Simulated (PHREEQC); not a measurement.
A solution holds 0.081 mol TMAH and 0.00052 mol K3PO4 per kg of water, at 90 °C. Closed to the air; pH follows from the charge balance.

Computed with PHREEQC (ion-association model, wateq4f.dat).

```
Item                      Result
----------------  --------------
pH                         11.22
ionic strength    0.0835 mol/kgw
total alkalinity     82.0 meq/kg
```

```csv
species,molality,activity,log γ
OH-,0.0813,0.0608,-0.126
(CH3)4N+,0.0810,0.0612,-0.121
K+,0.00156,0.00117,-0.125
HPO4-2,0.000290,0.000102,-0.454
PO4-3,0.000230,2.19e-5,-1.020
KHPO4-,3.00e-7,2.33e-7,-0.110
O2,2.86e-8,2.91e-8,0.008
H2PO4-,9.55e-9,7.41e-9,-0.110
```

No solid was allowed to form. (CH3)4N+ isn't in the database: it is added as a free cation with an ion size of 4 Å. H3PO4, which wateq4f.dat lacks, is added to it with the constant of phreeqc.dat. Away from 25 °C the constants follow the database's enthalpies or fits; those with neither stay at their 25 °C values.
